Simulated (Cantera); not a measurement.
Charge: 1 mol SiC, 0.3 mol O2, 110 mol H2, held at 1250 °C and 13300 Pa.

Method: chemical equilibrium by Gibbs-energy minimisation in Cantera with the NASA 1993 tables (ideal gas, pure condensed phases). Candidate condensed phases: C, C6H6, C7H8, C8H18, H2O, Si, SiC, SiO2; 123 gas species. Mutual solubility and eutectic melting of coexisting phases are not modelled. The tables hold silica as quartz up to 1696 K and as liquid above; real silica turns to tridymite and cristobalite and melts near 1996 K. Equilibrium is a limit: real reactors are often held back by kinetics, nucleation or transport.

Base state: H2 0.995, CO 0.00259, SiO 0.00238, H 6.31e-5, CH4 1.47e-5, H2O 1.03e-5 (mole fractions); condensed: SiC(s) + SiO2(β-quartz).

Q: What changes in the equilibrium state with this change: O2 from 0.3 to 0.0014 mol?

A: 
```
species               before    after
-------------------  -------  -------
H2                     0.995    1.000
H                    6.31e-5  6.33e-5
SiO                  0.00238  1.73e-5
CO                   0.00259  8.11e-6
H2O                  1.03e-5  4.96e-8
CH4                  1.47e-5  9.76e-6
SiC(s), mol            0.712    0.998
SiO2(β-quartz), mol   0.0248        0
```

Q: What changes in the equilibrium state with this change: temperature from 1250 °C to 752 °C?

A: 
| species | before | after |
|---|---|---|
| H2 | 0.995 | 0.997 |
| CH4 | 1.47e-5 | 0.00273 |
| CO | 0.00259 | 3.39e-7 |
| SiO | 0.00238 | <1e-9 |
| H | 6.31e-5 | 1.19e-8 |
| H2O | 1.03e-5 | 4.27e-8 |
| SiC(s), mol | 0.712 | 0.700 |
| SiO2(β-quartz), mol | 0.0248 | 0.300 |
